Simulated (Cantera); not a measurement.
What does this Cantera script print?

```python
import numpy as np
import cantera as ct

gas = ct.Solution("h2o2.yaml")
gas.TPX = 1025, 500000, {'H2': 1, 'O2': 0.61, 'N2': 4.48}
reactor = ct.IdealGasReactor(gas, energy="on", clone=False)
net = ct.ReactorNet([reactor])
net.rtol, net.atol = 1e-08, 1e-16
show = ['H2', 'O2', 'O', 'HO2', 'H', 'H2O', 'OH']
times = np.geomspace(3e-06, 0.3, 15)

steps = ct.SolutionArray(gas, extra=["t"])
rows = []
print(f"{'t/s':>10s}{'T/K':>9s}{'P/Pa':>11s}" + "".join(f"{s:>11s}" for s in show))
for t in times:
    while net.time < t:
        t_next = net.step()
        steps.append(gas.state, t=t_next)
    rows.append([np.interp(t, steps.t, y) for y in (steps.T, steps.P, *steps(*show).X.T)])
    print(f"{t:10.3e}{rows[-1][0]:9.1f}{rows[-1][1]:11.4g}" + "".join(f"{x:11.3e}" for x in rows[-1][2:]))
rate = np.gradient(steps.T, steps.t)
print("integrator steps:", len(steps.t))
if steps.T.max() > steps.T[0] + 200:
    print(f"time of steepest temperature rise: {steps.t[rate.argmax()]:.4e} s")
gas.TPX = 1025, 500000, {'H2': 1, 'O2': 0.61, 'N2': 4.48}
gas.equilibrate("UV")
print(f"equilibrium (UV): T = {gas.T:.1f} K  " + "  ".join(f"{s} {gas[s].X[0]:.3e}" for s in show))
```

It prints:

```
       t/s      T/K       P/Pa         H2         O2          O        HO2          H        H2O         OH
 3.000e-06   1025.0      5e+05  1.642e-01  1.002e-01  1.392e-11  7.113e-10  9.837e-11  1.239e-10  4.848e-12
 6.828e-06   1025.0      5e+05  1.642e-01  1.002e-01  1.633e-11  1.869e-09  1.098e-10  4.025e-10  5.587e-12
 1.554e-05   1025.0      5e+05  1.642e-01  1.002e-01  1.681e-11  4.570e-09  1.128e-10  1.075e-09  5.751e-12
 3.536e-05   1025.0      5e+05  1.642e-01  1.002e-01  1.759e-11  1.077e-08  1.180e-10  2.662e-09  6.033e-12
 8.048e-05   1025.0      5e+05  1.642e-01  1.002e-01  1.949e-11  2.520e-08  1.307e-10  6.581e-09  6.765e-12
 1.832e-04   1025.0      5e+05  1.642e-01  1.002e-01  2.450e-11  5.993e-08  1.643e-10  1.744e-08  8.909e-12
 4.168e-04   1025.0      5e+05  1.642e-01  1.002e-01  4.006e-11  1.531e-07  2.686e-10  5.674e-08  1.651e-11
 9.487e-04   1025.0      5e+05  1.642e-01  1.002e-01  1.080e-10  4.994e-07  7.239e-10  2.898e-07  5.361e-11
 2.159e-03   1025.0      5e+05  1.642e-01  1.002e-01  7.378e-10  3.208e-06  4.947e-09  3.382e-06  4.344e-10
 4.914e-03   1027.1   5.01e+05  1.640e-01  1.000e-01  1.883e-08  3.036e-05  1.261e-07  1.845e-04  1.582e-08
 1.118e-02   2457.2  1.103e+06  1.837e-03  1.911e-02  4.895e-04  5.082e-06  2.699e-04  1.739e-01  5.030e-03
 2.545e-02   2457.2  1.103e+06  1.837e-03  1.911e-02  4.895e-04  5.082e-06  2.699e-04  1.739e-01  5.030e-03
 5.792e-02   2457.2  1.103e+06  1.837e-03  1.911e-02  4.895e-04  5.082e-06  2.699e-04  1.739e-01  5.030e-03
 1.318e-01   2457.2  1.103e+06  1.837e-03  1.911e-02  4.895e-04  5.082e-06  2.699e-04  1.739e-01  5.030e-03
 3.000e-01   2457.2  1.103e+06  1.837e-03  1.911e-02  4.895e-04  5.082e-06  2.699e-04  1.739e-01  5.030e-03
integrator steps: 1445
time of steepest temperature rise: 7.6424e-03 s
equilibrium (UV): T = 2457.2 K  H2 1.837e-03  O2 1.911e-02  O 4.895e-04  HO2 5.082e-06  H 2.699e-04  H2O 1.739e-01  OH 5.030e-03
```

Detailed kinetics in Cantera: the H2/O2 subset of GRI-Mech 3.0, which has no nitrogen chemistry. The hydrogen kinetics of GRI-Mech 3.0 are dated; newer H2 mechanisms differ, most at raised pressure.
